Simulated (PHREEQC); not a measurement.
Synthetic water in mmol/kgw, 85 °C, pH 3.14, pe 8.4:

```json
[
 {"constituent": "Na", "mmol/kgw": "0.89"},
 {"constituent": "K", "mmol/kgw": "0.00209"},
 {"constituent": "Ca", "mmol/kgw": "1.64"},
 {"constituent": "Mg", "mmol/kgw": "1.21"},
 {"constituent": "Cl", "mmol/kgw": "0.599"},
 {"constituent": "S(6)", "mmol/kgw": "4.72"},
 {"constituent": "Ni", "mmol/kgw": "0.0644"},
 {"constituent": "Li", "mmol/kgw": "0.0171"},
 {"constituent": "N(5)", "mmol/kgw": "0.00468"},
 {"constituent": "Cu(2)", "mmol/kgw": "0.00655"},
 {"constituent": "Al", "mmol/kgw": "0.886"}
]
```

Valence states are taken as typed.

Equilibrium calculation in PHREEQC: ion-association model, wateq4f.dat.

Each row changes one thing in this solution. This is a speciation only: nothing precipitates in the calculation.

```
case                                               ionic strength (mol/kgw)  SO4-2 (mol/kgw)  Mg+2 (mol/kgw)  AlSO4+ (mol/kgw)  HSO4- (mol/kgw)  MgSO4 (mol/kgw)  SI of Boehmite (AlOOH)  SI of Gibbsite (Al(OH)3)
-------------------------------------------------  ------------------------  ---------------  --------------  ----------------  ---------------  ---------------  ----------------------  ------------------------
as made                                                              0.0115          0.00248        0.000669          0.000632         0.000577         0.000541                   +0.08                     -0.11
Al from 0.886 to 2.66 mmol/kgw                                       0.0135          0.00176        0.000788           0.00170         0.000398         0.000422                   +0.67                     +0.48
temperature from 85 to 10 °C at the same typed pH                    0.0141          0.00337        0.000998          0.000604         0.000124         0.000212                   -4.27                     -3.58
Na from 0.89 to 1.78 mmol/kgw                                        0.0120          0.00249        0.000673          0.000629         0.000574         0.000537                   +0.08                     -0.11
```

Some of these states are supersaturated (in Boehmite (slow to form), Gibbsite (slow to form), for instance). Away from 25 °C the constants follow the database's enthalpies or fits; those with neither stay at their 25 °C values.
